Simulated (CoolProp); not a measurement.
Carbon dioxide along the isobar 10 MPa: fugacity coefficient from the reference equation and from simpler models built on Tc = 304.1 K, pc = 7.377 MPa, ω = 0.224; each cubic takes its own stable root.

Computed with CoolProp (reference Helmholtz-energy equation of state, Span 1996).

```csv
T (K),phase,reference
234.7,liquid,0.1125
239,liquid,0.1289
243.4,liquid,0.1471
247.7,liquid,0.1663
252,liquid,0.1869
256.4,liquid,0.2093
260.7,liquid,0.2326
265,liquid,0.2571
269.4,liquid,0.2833
273.7,liquid,0.3101
278,liquid,0.3379
282.4,liquid,0.3672
286.7,liquid,0.3967
291,liquid,0.4267
295.4,liquid,0.4578
```

How far does each simpler model (van der Waals, Peng-Robinson) lie from the reference over these 15 states: mean and median of the absolute difference, and the worst?


- van der Waals: mean 56.0 %, median 48.6 %, worst +122.7 % at 234.7 K and 10 MPa
- Peng-Robinson: mean 1.4 %, median 1.3 %, worst -1.6 % at 295.4 K and 10 MPa
